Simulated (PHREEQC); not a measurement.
Dissolve 0.2 mol/kgw HF, 0.021 mol/kgw NaF and 0.006 mol/kgw (NH4)2SiF6 at 25 °C. Closed to the air; pH follows from the charge balance.

Computed with PHREEQC (ion-association model, wateq4f.dat).

### Question
The ionic strength comes out as 0.0448 mol/kgw. What activity coefficients do SiF6-2, H+, HF2-, Na+, F- get?

### Answer
SiF6-2 0.48, H+ 0.86, HF2- 0.82, Na+ 0.83, F- 0.82.

Precipitation was switched off in this run. wateq4f.dat counts part of the HF as a dimer, H2F2, which phreeqc.dat doesn't know; its constant is uncertain. SiF6-2 is the database's only silicon fluoride.
